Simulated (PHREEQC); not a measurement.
# Nickel, zinc or cadmium bath (model solution)

A solution holds 0.011 mol/kgw NiCl2, 0.049 mol/kgw KCl and 7.5e-05 mol/kgw FeSO4, at 30 °C. Closed to the air; pH follows from the charge balance.

The numbers come from PHREEQC with the ion-association model, wateq4f.dat.

No solid was allowed to form.

**Question.** Predict the pH.

**Answer.** pH 6.04.

**Question.** In which forms is Ni present?

**Answer.** Ni+2 93 %, NiCl+ 6.3 %, NiCl2 1.0 % of the Ni.

Complexes and solids missing from the database can't appear.
